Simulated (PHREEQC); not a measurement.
A PHREEQC input (ion-association model, phreeqc.dat):

```
SOLUTION 1
  temp 77
  units mg/L
  pH 6.81
  pe 11.4
  Na 103
  K 10.1
  Ca 145
  Mg 11.2
  Cl 116
  SO4 283 as SO4
  Alkalinity 234 as HCO3
  O(0) 0.0892
END
USE solution 1
EQUILIBRIUM_PHASES 1
  Quartz 0 0.5
  CO2(g) -2.5 10
END
```

The run finishes with these warnings:
```
WARNING: Could not find element in database, SO4.
	Concentration is set to zero.
```

Its last state differs from that of the intended input:

```json
[
 {"quantity": "pH", "as run": "8.11", "intended": "8.12"},
 {"quantity": "ionic strength (mol/kgw)", "as run": "0.0128", "intended": "0.0161"},
 {"quantity": "Ca+2 (mol/kgw)", "as run": "0.00317", "intended": "0.00272"},
 {"quantity": "CaCO3 (mol/kgw)", "as run": "0.000351", "intended": "0.000304"},
 {"quantity": "Mg+2 (mol/kgw)", "as run": "0.000427", "intended": "0.000282"},
 {"quantity": "CaHCO3+ (mol/kgw)", "as run": "0.000100", "intended": "8.52e-5"}
]
```

The fault: SO4 typed in place of S(6). The line should read `S(6) 283` where the input has `SO4 283`.
